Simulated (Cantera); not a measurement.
An adiabatic, constant-volume homogeneous reactor starts with CH₄ : H₂ : O₂ : N₂ : CO₂ = 1 : 0.09 : 6.82 : 25.6 : 0.68 (molar parts), at 1375 K and 3.50 bar. Integrator tolerance rtol = 1e-08.

Model: GRI-Mech 3.0 (53 species, 325 reactions), integrated in Cantera.

Task: What does this change do: 0.069 parts C2H6 added?

Result: 
```
quantity                                                            before                                      after
---------------------------------  ---------------------------------------  -----------------------------------------
time of steepest temperature rise                                 0.609 ms                                   0.258 ms
temperature at 7.00 s                                               2154 K                                     2230 K
equilibrium temperature                                             2154 K                                     2230 K
x(CH₄) at 7.00 s                     <1e-12 (gas-phase equilibrium <1e-12)      <1e-12 (gas-phase equilibrium <1e-12)
x(H₂) at 7.00 s                    5.99e-5 (gas-phase equilibrium 5.99e-5)  0.000107 (gas-phase equilibrium 0.000107)
x(O₂) at 7.00 s                        0.135 (gas-phase equilibrium 0.135)        0.126 (gas-phase equilibrium 0.126)
x(H₂O₂) at 7.00 s                  1.54e-7 (gas-phase equilibrium 1.54e-7)    2.05e-7 (gas-phase equilibrium 2.05e-7)
x(H) at 7.00 s                     1.44e-5 (gas-phase equilibrium 1.44e-5)    2.92e-5 (gas-phase equilibrium 2.92e-5)
x(CH₂) at 7.00 s                     <1e-12 (gas-phase equilibrium <1e-12)      <1e-12 (gas-phase equilibrium <1e-12)
```

Task: What does this change do: constant pressure in place of constant volume?

Result: 
```tsv
quantity	before	after
time of steepest temperature rise	0.609 ms	0.633 ms
temperature at 7.00 s	2154 K	1999 K
equilibrium temperature	2154 K	1999 K
x(CH₄) at 7.00 s	<1e-12 (gas-phase equilibrium <1e-12)	<1e-12 (gas-phase equilibrium <1e-12)
x(H₂) at 7.00 s	5.99e-5 (gas-phase equilibrium 5.99e-5)	2.53e-5 (gas-phase equilibrium 2.53e-5)
x(O₂) at 7.00 s	0.135 (gas-phase equilibrium 0.135)	0.137 (gas-phase equilibrium 0.136)
x(H₂O₂) at 7.00 s	1.54e-7 (gas-phase equilibrium 1.54e-7)	7.76e-8 (gas-phase equilibrium 7.76e-8)
x(H) at 7.00 s	1.44e-5 (gas-phase equilibrium 1.44e-5)	4.37e-6 (gas-phase equilibrium 4.37e-6)
x(CH₂) at 7.00 s	<1e-12 (gas-phase equilibrium <1e-12)	<1e-12 (gas-phase equilibrium <1e-12)
```

Task: What does this change do: pressure from 3.50 bar to 2.10 bar?

Result: 
```tsv
quantity	before	after
time of steepest temperature rise	0.609 ms	0.915 ms
temperature at 7.00 s	2154 K	2151 K
equilibrium temperature	2154 K	2151 K
x(CH₄) at 7.00 s	<1e-12 (gas-phase equilibrium <1e-12)	<1e-12 (gas-phase equilibrium <1e-12)
x(H₂) at 7.00 s	5.99e-5 (gas-phase equilibrium 5.99e-5)	7.59e-5 (gas-phase equilibrium 7.59e-5)
x(O₂) at 7.00 s	0.135 (gas-phase equilibrium 0.135)	0.135 (gas-phase equilibrium 0.135)
x(H₂O₂) at 7.00 s	1.54e-7 (gas-phase equilibrium 1.54e-7)	1.18e-7 (gas-phase equilibrium 1.18e-7)
x(H) at 7.00 s	1.44e-5 (gas-phase equilibrium 1.44e-5)	2.06e-5 (gas-phase equilibrium 2.06e-5)
x(CH₂) at 7.00 s	<1e-12 (gas-phase equilibrium <1e-12)	<1e-12 (gas-phase equilibrium <1e-12)
```
